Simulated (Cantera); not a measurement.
Charge: 1 mol CaCO3, 3.5 mol CO2, at 0.710 bar.

These are equilibrium values from Cantera (NASA tables, ideal gas, pure condensed phases), not measurements of a reactor. Candidate condensed phases: C, Ca, CaCO3, CaO; 15 gas species. Equilibrium is a limit: real reactors are often held back by kinetics, nucleation or transport.

x: gas mole fraction; n: condensed amount in mol.

| T (K) | x CO2 | x CO | x O2 | x O | n CaCO3(calcite) | n CaO(s) |
|---|---|---|---|---|---|---|
| 1048 | 1.000 | 6.17e-7 | 3.08e-7 | <1e-12 | 1.00 | 0 |
| 1123 | 1.000 | 2.61e-6 | 1.31e-6 | 5.96e-12 | 1.00 | 0 |
| 1198 | 1.000 | 9.21e-6 | 4.60e-6 | 6.12e-11 | 0 | 1.00 |
| 1273 | 1.000 | 2.80e-5 | 1.40e-5 | 4.77e-10 | 0 | 1.00 |
| 1348 | 1.000 | 7.49e-5 | 3.75e-5 | 2.96e-9 | 0 | 1.00 |
| 1423 | 1.000 | 0.000181 | 9.04e-5 | 1.52e-8 | 0 | 1.00 |
| 1498 | 0.999 | 0.000399 | 0.000199 | 6.61e-8 | 0 | 1.00 |
| 1573 | 0.999 | ___ | ___ | ___ | 0 | 1.00 |
| 1648 | 0.998 | ___ | ___ | ___ | 0 | 1.00 |
| 1723 | 0.996 | 0.00282 | 0.00141 | 2.53e-6 | 0 | 1.00 |
| 1798 | 0.993 | 0.00483 | 0.00241 | 6.96e-6 | 0 | 1.00 |
| 1873 | 0.988 | 0.00793 | 0.00396 | 1.76e-5 | 0 | 1.00 |
| 1948 | 0.981 | 0.0125 | 0.00622 | 4.16e-5 | 0 | 1.00 |

Question: What belongs in the gaps?

Answer: 
- 1573, x CO: 0.000815
- 1573, x O2: 0.000408
- 1573, x O: 2.50e-7
- 1648, x CO: 0.00156
- 1648, x O2: 0.000780
- 1648, x O: 8.39e-7
